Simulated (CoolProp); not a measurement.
A single-stage vapour-compression cycle with cyclopropane: evaporating at 312.15 K (dew point), condensing at 334.15 K (bubble point), superheat 0 K, subcooling 8 K, compressor efficiency 0.85, no pressure losses. Each further row changes one setting.

Model: reference Helmholtz-energy equation of state, Polt 1992, in CoolProp. This equation is an older, rougher fit; its heat capacities, sound speeds and derivatives of the liquid may be far off and weren't checked against measurements.

| case | cooling COP | pressure ratio | discharge temperature (K) | refrigerating effect (kJ/kg) | volumetric capacity (kJ/m³) |
|---|---|---|---|---|---|
| as stated | 11.2 | 1.65 | 341.9 | 347 | 7000 |
| evaporating temperature 317.15 K | 15.0 | 1.47 | 340.0 | 350 | 7980 |
| condensing temperature 329.15 K | 14.8 | 1.48 | 335.4 | 359 | 7240 |
| subcooling 13 K | 11.6 | 1.65 | 341.9 | 359 | 7240 |
| superheat 10 K | 11.1 | 1.65 | 351.4 | 364 | 6960 |
| compressor efficiency 0.75 | 9.89 | 1.65 | 343.9 | 347 | 7000 |
